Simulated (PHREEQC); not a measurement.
Solution (25 °C): 2.8 mmol/kgw CsOH, 5.4 mmol/kgw Na2SiO3 and 0.054 mmol/kgw K2CO3. Closed to the air; pH follows from the charge balance.

Equilibrium calculation in PHREEQC: ion-association model, wateq4f.dat.

```yaml
pH: 11.85
ionic_strength: 0.0141 mol/kgw
total_alkalinity: 13.7 meq/kg
```

```csv
species,molality,activity,log γ
Na+,0.0108,0.00959,-0.051
OH-,0.00791,0.00700,-0.053
H3SiO4-,0.00502,0.00445,-0.052
Cs+,0.00280,0.00248,-0.052
H2SiO4-2,0.000336,0.000212,-0.200
K+,0.000108,9.56e-5,-0.053
CO3-2,4.70e-5,2.97e-5,-0.200
H4SiO4,4.30e-5,4.32e-5,0.001
NaCO3-,5.95e-6,5.30e-6,-0.050
```

This is a speciation only: nothing precipitates in the calculation. Species that the database lacks are ignored.
